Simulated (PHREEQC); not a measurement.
Make-up at 70 °C: 1.1 mmol/kgw NaOH and 0.23 mmol/kgw H4SiO4. Closed to the air; pH follows from the charge balance.

The numbers come from PHREEQC with the ion-association model, wateq4f.dat.

No solid was allowed to form.

### Question
Order these Si species by the share of Si that they hold, largest first: H3SiO4-, H2SiO4-2, H4SiO4.

### Answer
H3SiO4- (74 %), H4SiO4 (25 %), H2SiO4-2 (0.31 %)

The pH is 9.76 and the ionic strength 0.00110 mol/kgw. Away from 25 °C the constants follow the database's enthalpies or fits; those with neither stay at their 25 °C values.
